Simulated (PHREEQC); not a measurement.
**Phosphoric acid bath with nickel, zinc or cadmium bath: speciation**

Solution A (57 mmol/kgw H3PO4) is mixed with solution B (0.043 mol/kgw ZnCl2, 0.077 mol/kgw Na2SO4 and 6.7e-05 mol/kgw FeSO4) at 20 °C; shares are by mass of water, 1 kg in all. No oxygen is let in. CO2 from the air is kept out. Solids allowed: Vivianite, Zn(OH)2-e, Zn4(OH)6SO4, Zn5(OH)8Cl2, Zn3(PO4)2:4w, Halite, Mirabilite, Melanterite, Goslarite. Others were left out.

Computed with PHREEQC (ion-association model, wateq4f.dat).

Predict pH, H3PO4 (mol/kgw) at share of solution B = 0.2, 0.6.


```csv
share of solution B,pH,H3PO4 (mol/kgw)
0.2,1.91,0.0263
0.6,2.19,0.00896
```

H3PO4, which wateq4f.dat lacks, is added to it with the constant of phreeqc.dat. The database has no phosphate complexes of Zn.
